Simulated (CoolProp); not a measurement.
Vapour-liquid equilibrium of n-heptane (1) + p-xylene (2) at 385.1 K; x and y are mole fractions of (1).

Values from CoolProp's multi-fluid Helmholtz-energy mixture model, Span 2003 and Zhou 2012; pair parameters Bell 2016.

Q: Give the bubble pressure and the first vapour's composition at x = 0.05, 0.25, 0.65. Is there an azeotrope?

A: x = 0.05: 0.05418 MPa, y = 0.167; x = 0.25: 0.07821 MPa, y = 0.530; x = 0.65: 0.1170 MPa, y = 0.835. No azeotrope shows between x = 0.05 and 0.95.

Pair parameters are fitted to limited data, so mixtures are less certain than the pure fluids.
